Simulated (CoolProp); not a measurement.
Computed with CoolProp (reference Helmholtz-energy equation of state, Thol 2014).

Question: For chloromethane (R40), give the phase and the cp (kJ/(kg K)), speed of sound (m/s) at 288.4 K and 0.0159 MPa; 360.3 K and 0.0736 MPa.

Answer: 
- 288.4 K and 0.0159 MPa: gas; cp 0.798, speed of sound 244
- 360.3 K and 0.0736 MPa: gas; cp 0.906, speed of sound 268
